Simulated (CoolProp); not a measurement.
A simple Rankine cycle with water: condensing at 293.15 K, boiler at 0.0908 MPa, turbine inlet 375.1 K, turbine efficiency 0.65, pump efficiency 0.8, no recuperator. Each further row changes one setting.

Values from CoolProp's reference Helmholtz-energy equation of state, Wagner 2002.

| case | thermal efficiency (%) | net work (kJ/kg) | heat in (kJ/kg) | turbine exit temperature (K) | volume ratio over the turbine |
|---|---|---|---|---|---|
| as stated | ___ | 331 | 2600 | 293.1 | ___ |
| turbine inlet 395.1 K | 12.8 | ___ | 2640 | 293.1 | ___ |
| condensing temperature 285.15 K | 14.0 | ___ | 2630 | 285.1 | 45.6 |
| boiler pressure 0.0636 MPa | 11.6 | 300 | 2600 | 293.1 | ___ |
| turbine efficiency 0.55 | 10.8 | 280 | 2600 | 293.1 | 29.0 |

**Question.** What belongs in the gaps?

**Answer.** 
- as stated, thermal efficiency (%): 12.7
- as stated, volume ratio over the turbine: 28.4
- turbine inlet 395.1 K, net work (kJ/kg): 337
- turbine inlet 395.1 K, volume ratio over the turbine: 27.2
- condensing temperature 285.15 K, net work (kJ/kg): 368
- boiler pressure 0.0636 MPa, volume ratio over the turbine: 20.1

The expansion ends wet for: as stated; turbine inlet 395.1 K; condensing temperature 285.15 K; boiler pressure 0.0636 MPa; turbine efficiency 0.55.
